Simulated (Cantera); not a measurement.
Charge: 1 mol AlCl3, 1.1 mol HCl, 12 mol H2, at 1198 K and 26.0 Pa.

Equilibrium computed with Cantera from the NASA thermochemical tables; the gas is ideal and each condensed phase is pure. Candidate condensed phases: Al, AlCl3; 12 gas species. The tables' values for AlCl2 are old estimates; treat these amounts as uncertain. The numbers say what is thermodynamically allowed, not how fast it happens.

Base state: H2 0.847, HCl 0.0821, AlCl3 0.0678, AlCl2 0.00165, AlCl 0.00131, H 1.09e-5 (mole fractions); condensed: gas only.

What changes in the equilibrium state with this change: temperature from 1198 K to 1175 K?


| species | before | after |
|---|---|---|
| H2 | 0.847 | 0.849 |
| HCl | 0.0821 | 0.0805 |
| AlCl3 | 0.0678 | 0.0690 |
| AlCl | 0.00131 | 0.000715 |
| H | 1.09e-5 | 7.00e-6 |
| AlCl2 | 0.00165 | 0.00115 |
